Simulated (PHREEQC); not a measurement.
Leach liquor: an equilibrium model

Solution (20 °C): 0.21 mol H2SO4 and 0.057 mol Li2SO4 per kg of water. Closed to the air; pH follows from the charge balance.

The numbers come from PHREEQC with the ion-association model, wateq4f.dat.

This is a speciation only: nothing precipitates in the calculation.

**Question.** Predict the pH, ionic strength.

**Answer.** pH 0.80; ionic strength 0.358 mol/kgw.

**Question.** In which forms is Li present?

**Answer.** Li+ 95 %, LiSO4- 4.6 % of the Li.
